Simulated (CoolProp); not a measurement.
Vapour-liquid equilibrium of R152A (1) + n-butane (2) at 31.75 °C; x and y are mole fractions of (1).

Computed with CoolProp (multi-fluid Helmholtz-energy mixture model, Outcalt 1996 and Bücker 2006; pair parameters Bell 2016).

| x | bubble pressure (bar) | y at the bubble point | dew pressure at overall composition x (bar) | liquid density (mol/L) |
|---|---|---|---|---|
| 0.05 | 3.921 | 0.253 | 3.136 | 9.807 |
| 0.15 | 5.214 | 0.465 | 3.482 | 9.996 |
| 0.25 | 6.007 | 0.560 | 3.907 | 10.21 |
| 0.35 | 6.515 | 0.617 | 4.435 | 10.45 |
| 0.45 | 6.866 | 0.659 | 5.098 | 10.73 |
| 0.55 | 7.125 | 0.697 | 5.916 | 11.05 |
| 0.65 | 7.322 | 0.737 | 6.793 | 11.44 |
| 0.75 | 7.457 | 0.784 | 7.370 | 11.88 |
| 0.85 | 7.503 | 0.847 | 7.502 | 12.41 |
| 0.95 | 7.395 | 0.937 | 7.369 | 13.02 |

y crosses x between x = 0.75 and 0.85: the model has an azeotrope there.

The pair parameters rest on a limited set of measurements; away from them the model extrapolates.
